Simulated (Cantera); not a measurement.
# Transport properties of process gases

Gas mixture: 69.2 % C2H4, 30.8 % N2, at 6.10 bar, frozen composition.

Cantera's kinetic-theory transport with the Lennard-Jones parameters of GRI-Mech 3.0, ideal gas; thermal conductivity in the multicomponent form. The composition is frozen, though it would react at the higher temperatures.

```csv
T (K),ρ (kg/m³),cp (J/kg/K),μ (µPa s),λ (mW/m/K),Pr,D (cm²/s) NO,D (cm²/s) O,D (cm²/s) CH3
400,5.14,1621,15.5,33.3,0.756,0.0476,0.0747,0.0521
650,3.17,2178,23.1,66.1,0.763,0.111,0.174,0.123
900,2.29,2546,29.5,98.4,0.764,0.194,0.301,0.216
1150,1.79,2835,35.2,130,0.764,0.293,0.455,0.328
1400,1.47,3035,40.2,160,0.763,0.407,0.632,0.457
1650,1.25,3181,45.0,188,0.762,0.535,0.831,0.601
1900,1.08,3286,49.4,213,0.761,0.677,1.05,0.761
2150,0.957,3363,53.6,237,0.760,0.831,1.29,0.934
2400,0.857,3421,57.6,259,0.760,0.997,1.55,1.12
```
D: mixture-averaged diffusion coefficient of that species in the mixture.
